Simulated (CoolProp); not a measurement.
Properties of C2F6 (R116) along the isotherm 258.3 K (Tc = 293.0 K, pc = 3.048 MPa, ω = 0.257).

Computed with CoolProp (reference Helmholtz-energy equation of state, Lemmon 2006). It is a short technical equation, of lower accuracy than the large ones.

| p (MPa) | phase | cp (kJ/(kg K)) | speed of sound (m/s) | Joule-Thomson coefficient (K/MPa) |
|---|---|---|---|---|
| 0.508 | gas | 0.7545 | 120.5 | 13.86 |
| 1.02 | gas | 0.8569 | 107.3 | 16.77 |
| 1.52 | liquid | 1.211 | 290.1 | 0.3907 |
| 2.03 | liquid | 1.191 | 299.3 | 0.3334 |
| 2.54 | liquid | 1.174 | 307.8 | 0.2841 |
| 3.05 | liquid | 1.159 | 315.9 | 0.2412 |
| 3.56 | liquid | 1.146 | 323.5 | 0.2033 |
| 4.06 | liquid | 1.135 | 330.6 | 0.1702 |
| 4.57 | liquid | 1.125 | 337.5 | 0.1399 |
| 5.08 | liquid | 1.116 | 344.1 | 0.1125 |
| 5.59 | liquid | 1.108 | 350.5 | 0.08754 |
| 6.1 | liquid | 1.100 | 356.6 | 0.06472 |
| 6.6 | liquid | 1.094 | 362.4 | 0.04415 |
| 7.11 | liquid | 1.087 | 368.2 | 0.02478 |
| 7.62 | liquid | 1.082 | 373.7 | 0.006830 |
